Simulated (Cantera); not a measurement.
A perfectly stirred reactor is fed with NH3 : H2 = 1 : 12 (molar parts), at 0.0267 bar; it is held at 1800 K, and followed from long to short residence time.

Cantera simulation using the gas-phase N/H chemistry of the illustrative SiF4/NH3 mechanism in the Surface Chemkin manual (1991); the numbers are that mechanism's predictions, not measurements. Walls and surfaces, which speed up NH3 decomposition in real reactors, are not modelled.

Q: Predict: x(NH3) at τ = 22.0 s; x(H2) at τ = 22.0 s; x(N2H2) at τ = 22.0 s; x(N) at τ = 22.0 s; x(NH3) at τ = 28.0 ms; x(H2) at τ = 28.0 ms; x(N2H2) at τ = 28.0 ms; x(N) at τ = 28.0 ms.

A: 
```
Quantity                  Value
----------------------  -------
x(NH3) at τ = 22.0 s     0.0288
x(H2) at τ = 22.0 s       0.948
x(N2H2) at τ = 22.0 s   4.59e-8
x(N) at τ = 22.0 s      2.00e-7
x(NH3) at τ = 28.0 ms    0.0769
x(H2) at τ = 28.0 ms      0.923
x(N2H2) at τ = 28.0 ms  3.88e-9
x(N) at τ = 28.0 ms     2.13e-9
```
